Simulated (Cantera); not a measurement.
# Equilibrium for nitride etching: BN + HF + Cl₂

Input: 1 mol BN, 2.2 mol HF, 22 mol Cl₂, at 10.0 Torr.

Method: chemical equilibrium by Gibbs-energy minimisation in Cantera with the NASA 1993 tables (ideal gas, pure condensed phases). Candidate condensed phases: B, BN, NH₄Cl; 40 gas species. The tables' values for BF₂, BClF, BCl₂, BCl are old estimates; treat these amounts as uncertain. Kinetics and transport are ignored.

From 848 K to 2048 K nothing is condensed. The main B-bearing gas is BF₃ throughout.

```
T (K)  log p Cl  log p Cl₂  log p HCl  log p BF₃  log p N₂  log p BCl₃
-----  --------  ---------  ---------  ---------  --------  ----------
848       -5.55      -1.95      -2.92      -3.39     -3.56       -3.83
948       -4.74      -1.95      -2.92      -3.39     -3.56       -3.83
1048      -4.09      -1.95      -2.92      -3.40     -3.56       -3.83
1148      -3.55      -1.96      -2.92      -3.40     -3.56       -3.84
1248      -3.10      -1.98      -2.93      -3.41     -3.57       -3.84
1348      -2.74      -2.02      -2.95      -3.43     -3.59       -3.86
1448      -2.44      -2.10      -2.98      -3.46     -3.62       -3.89
1548      -2.22      -2.24      -3.03      -3.51     -3.67       -3.93
1648      -2.07      -2.46      -3.09      -3.57     -3.73       -3.98
1748      -1.99      -2.75      -3.14      -3.61     -3.77       -4.02
1848      -1.95      -3.08      -3.17      -3.65     -3.80       -4.05
1948      -1.93      -3.41      -3.18      -3.67     -3.81       -4.07
2048      -1.92      -3.73      -3.19      -3.69     -3.82       -4.10
```
log p: log10 of the partial pressure in bar; nothing condenses.
